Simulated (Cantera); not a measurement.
Input (Python, Cantera) and output of one run.

```python
import numpy as np
import cantera as ct

gas_names = """
    AL ALH ALO ALOH ALO2 ALO2H AL2 AL2O AL2O2 H HALO HO2 H2 H2O H2O2 O OH O2 O3
""".split()
cond_names = """
    AL(cr) AL(L) AL2O3(a) AL2O3(L) H2O(s) H2O(L)
""".split()


# ... load() reads the species with a 1 bar reference pressure and builds the phases ...
atoms = {
    'Al2O3': {'AL': 2, 'O': 3},
    'H2': {'H': 2},
}
top_T = {}  # K; cautious upper limits of use, not melting points


# ... equilibrate(T, P, feed) seeds the gas with the atoms and calls Mixture.equilibrate('TP', solver="vcs", rtol=1e-11, max_steps=5000) ...
results = []
feed = {'Al2O3': 1, 'H2': 16}  # mol
T = 1248.15  # K
P = 27000  # Pa
mix = equilibrate(T, P, feed)
results.append((T, P, feed, dict(zip(mix.species_names, mix.species_moles))))
x = sorted(zip(gas.X, gas.species_names), reverse=True)
print(f"T = {T:g} K  P = {P:g} Pa  gas = {mix.phase_moles(0):.4g} mol")
print("   x: " + "  ".join(f"{s} {v:.3e}" for v, s in x if v > 1e-06))
print("   condensed (mol): " + ("  ".join(f"{mix.phase(i).name} {mix.phase_moles(i):.4g}"
      for i in range(1, mix.n_phases) if mix.phase_moles(i) > 1e-12) or "none"))
```

It prints:

```
T = 1248.15 K  P = 27000 Pa  gas = 16 mol
   x: H2 1.000e+00
   condensed (mol): AL2O3(a) 1
```

Cantera equilibrium calculation (NASA polynomials, part measured and part estimated; ideal gas, pure solids and liquids).
